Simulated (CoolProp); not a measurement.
Vapour-liquid equilibrium of dimethyl ether (1) + R227EA (2) at 171 kPa; x and y are mole fractions of (1).

Computed with CoolProp (multi-fluid Helmholtz-energy mixture model, Wu 2011 and Lemmon 2016; pair parameters Bell 2016).

```tsv
x	bubble temperature (K)	y at the bubble point	dew temperature at overall composition x (K)	liquid density (mol/L)
0.05	270.7	___	271.8	9.049
0.15	272.8	0.091	273.8	9.520
0.25	274.3	0.210	274.5	10.02
0.35	274.6	0.367	274.7	10.56
0.45	273.7	___	274.3	11.16
0.55	271.7	0.683	273.5	11.83
0.65	___	0.799	272.2	___
0.75	266.6	0.884	___	13.33
0.85	264.2	0.943	267.8	14.17
0.95	262.1	___	263.9	15.08
```

Question: Some entries are withheld; supply them.

Answer: 
- 0.05, y at the bubble point: 0.020
- 0.45, y at the bubble point: 0.534
- 0.65, bubble temperature (K): 269.2
- 0.65, liquid density (mol/L): 12.55
- 0.75, dew temperature at overall composition x (K): 270.4
- 0.95, y at the bubble point: 0.984

y crosses x between x = 0.25 and 0.35: the model has an azeotrope there.

Pair parameters are fitted to limited data, so mixtures are less certain than the pure fluids.
